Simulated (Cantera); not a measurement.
Cantera run, input and output.

```python
import numpy as np
import cantera as ct

gas = ct.Solution("gri30.yaml")
gas.TPX = 1050, 101325, {'H2': 1, 'O2': 0.312, 'N2': 1.17, 'H2O': 0.061}
reactor = ct.IdealGasConstPressureReactor(gas, energy="on", clone=False)
net = ct.ReactorNet([reactor])
net.rtol, net.atol = 1e-08, 1e-16
show = ['H2', 'O2', 'H2O', 'NO2', 'H']
times = np.geomspace(3e-06, 9, 16)

steps = ct.SolutionArray(gas, extra=["t"])
rows = []
print(f"{'t/s':>10s}{'T/K':>9s}{'P/Pa':>11s}" + "".join(f"{s:>11s}" for s in show))
for t in times:
    while net.time < t:
        t_next = net.step()
        steps.append(gas.state, t=t_next)
    rows.append([np.interp(t, steps.t, y) for y in (steps.T, steps.P, *steps(*show).X.T)])
    print(f"{t:10.3e}{rows[-1][0]:9.1f}{rows[-1][1]:11.4g}" + "".join(f"{x:11.3e}" for x in rows[-1][2:]))
rate = np.gradient(steps.T, steps.t)
print("integrator steps:", len(steps.t))
if steps.T.max() > steps.T[0] + 200:
    print(f"time of steepest temperature rise: {steps.t[rate.argmax()]:.4e} s")
gas.TPX = 1050, 101325, {'H2': 1, 'O2': 0.312, 'N2': 1.17, 'H2O': 0.061}
gas.equilibrate("HP")
print(f"equilibrium (HP): T = {gas.T:.1f} K  " + "  ".join(f"{s} {gas[s].X[0]:.3e}" for s in show))
```

It prints:

```
       t/s      T/K       P/Pa         H2         O2        H2O        NO2          H
 3.000e-06   1050.0  1.013e+05  3.932e-01  1.227e-01  2.399e-02  5.303e-32  3.897e-10
 8.108e-06   1050.0  1.013e+05  3.932e-01  1.227e-01  2.399e-02  9.037e-30  1.273e-09
 2.191e-05   1050.0  1.013e+05  3.932e-01  1.227e-01  2.399e-02  4.022e-27  6.434e-09
 5.923e-05   1050.0  1.013e+05  3.932e-01  1.227e-01  2.399e-02  7.274e-23  1.388e-07
 1.601e-04   1064.7  1.013e+05  3.901e-01  1.212e-01  2.691e-02  2.515e-13  9.958e-04
 4.327e-04   2570.0  1.013e+05  1.606e-01  7.195e-04  2.889e-01  2.922e-09  2.440e-02
 1.169e-03   2631.4  1.013e+05  1.628e-01  3.894e-04  2.937e-01  8.167e-09  1.766e-02
 3.161e-03   2630.4  1.013e+05  1.631e-01  3.805e-04  2.935e-01  1.845e-08  1.753e-02
 8.543e-03   2628.8  1.013e+05  1.634e-01  3.730e-04  2.932e-01  2.999e-08  1.743e-02
 2.309e-02   2628.4  1.013e+05  1.634e-01  3.716e-04  2.931e-01  3.221e-08  1.742e-02
 6.240e-02   2628.4  1.013e+05  1.634e-01  3.716e-04  2.931e-01  3.222e-08  1.742e-02
 1.687e-01   2628.4  1.013e+05  1.634e-01  3.716e-04  2.931e-01  3.222e-08  1.742e-02
 4.558e-01   2628.4  1.013e+05  1.634e-01  3.716e-04  2.931e-01  3.222e-08  1.742e-02
 1.232e+00   2628.4  1.013e+05  1.634e-01  3.716e-04  2.931e-01  3.222e-08  1.742e-02
 3.330e+00   2628.4  1.013e+05  1.634e-01  3.716e-04  2.931e-01  3.222e-08  1.742e-02
 9.000e+00   2628.4  1.013e+05  1.634e-01  3.716e-04  2.931e-01  3.222e-08  1.742e-02
integrator steps: 1390
time of steepest temperature rise: 1.8339e-04 s
equilibrium (HP): T = 2628.4 K  H2 1.634e-01  O2 3.716e-04  H2O 2.931e-01  NO2 3.222e-08  H 1.742e-02
```

Model: GRI-Mech 3.0 (53 species, 325 reactions), integrated in Cantera.
